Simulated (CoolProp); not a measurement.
Vapour-liquid equilibrium of CH2F2 (R32) (1) + R143a (2) at 0.25 MPa; x and y are mole fractions of (1).

Model: multi-fluid Helmholtz-energy mixture model, Tillner-Roth 1997 and Lemmon and Jacobsen 2000; pair parameters Bell 2016, in CoolProp.

```csv
x,"bubble temperature, mixture model (K)","bubble temperature, Raoult's law (K)","y, mixture model","y, Raoult's law"
0.05,246.1,246.6,___,0.063
0.15,244.5,245.9,0.217,0.184
0.25,243.3,245.3,0.332,0.298
0.35,242.3,244.6,0.430,0.407
0.45,___,244.0,0.518,0.510
0.55,___,243.4,0.599,0.609
0.65,240.7,242.9,0.678,0.703
0.75,240.6,242.3,0.758,0.792
0.85,240.6,241.8,0.844,0.878
0.95,240.8,241.3,___,0.960
```

### Question
What belongs in the gaps?

### Answer

- 0.05, y, mixture model: 0.080
- 0.45, bubble temperature, mixture model (K): 241.6
- 0.55, bubble temperature, mixture model (K): 241.1
- 0.95, y, mixture model: 0.943

The largest gap from Raoult's law is -2.4 K in bubble temperature, at x = 0.45. y crosses x between x = 0.75 and 0.85: the model has an azeotrope there.

Pair parameters are fitted to limited data, so mixtures are less certain than the pure fluids.
